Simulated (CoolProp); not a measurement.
Model: reference Helmholtz-energy equation of state, Thol 2016, in CoolProp.

Problem. For hexamethyldisiloxane (MM), give the phase and the cv (kJ/(kg K)), Joule-Thomson coefficient (K/MPa), expansivity (1/kK), fugacity coefficient at 237.75 °C and 5950 kPa; 262.05 °C and 5950 kPa; 286.25 °C and 5950 kPa.

Solution. 
- 237.75 °C and 5950 kPa: liquid; cv 2.05, Joule-Thomson coefficient 0.408, expansivity 2.98, fugacity coefficient 0.271
- 262.05 °C and 5950 kPa: supercritical; cv 2.11, Joule-Thomson coefficient 0.758, expansivity 3.60, fugacity coefficient 0.341
- 286.25 °C and 5950 kPa: supercritical; cv 2.16, Joule-Thomson coefficient 1.29, expansivity 4.44, fugacity coefficient 0.413
